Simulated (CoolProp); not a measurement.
Vapour-liquid equilibrium of hydrogen chloride (1) + n-butane (2) at 364 kPa; x and y are mole fractions of (1).

Model: multi-fluid Helmholtz-energy mixture model, Thol 2018 and Bücker 2006; pair parameters Bell 2016, in CoolProp.

| x | bubble temperature (K) | y at the bubble point | dew temperature at overall composition x (K) | liquid density (mol/L) |
|---|---|---|---|---|
| 0.05 | 281.7 | 0.608 | 309.8 | 10.51 |
| 0.15 | 246.2 | 0.913 | 305.8 | 12.00 |
| 0.25 | 231.6 | 0.962 | 301.5 | 13.25 |
| 0.35 | 225.1 | 0.975 | 296.8 | 14.51 |
| 0.45 | 222.1 | 0.980 | 291.6 | 15.88 |
| 0.55 | 220.5 | 0.983 | 285.6 | 17.45 |
| 0.65 | 219.5 | 0.985 | 278.6 | 19.33 |
| 0.75 | 218.4 | 0.987 | 269.8 | 21.62 |
| 0.85 | 217.1 | 0.990 | 257.7 | 24.52 |
| 0.95 | 215.2 | 0.996 | 236.0 | 28.31 |

No azeotrope shows between x = 0.05 and 0.95.

The pair parameters rest on a limited set of measurements; away from them the model extrapolates. With so large a gap from Raoult's law the liquid may split in two, which this calculation doesn't test in full.
